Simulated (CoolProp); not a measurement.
A single-stage vapour-compression cycle with the fluid: evaporating at 266.15 K (dew point), condensing at 326.15 K (bubble point), superheat 10 K, subcooling 0 K, compressor efficiency 0.75, no pressure losses. The same conditions are run with several fluids, on thermodynamics alone (safety and materials aside).

Computed with CoolProp (reference Helmholtz-energy equation of state of each fluid (R115: Lemmon 2016; R134a: Tillner-Roth 1994; R22: Kamei 1995; R152A: Outcalt 1996; R123: Younglove 1994)).

**Question.** Rank R115, R134a, R22, R152A, R123 by cooling COP, highest first.

**Answer.** R123 (2.64), R152A (2.50), R22 (2.39), R134a (2.35), R115 (1.86)

```tsv
fluid	pressure ratio	discharge temperature (K)	refrigerating effect (kJ/kg)	volumetric capacity (kJ/m³)
R115	5.04	334.5	52.5	1360
R134a	6.30	354.0	127	1360
R22	5.28	379.7	142	2290
R152A	6.22	369.8	216	1350
R123	9.92	351.8	129	205
```
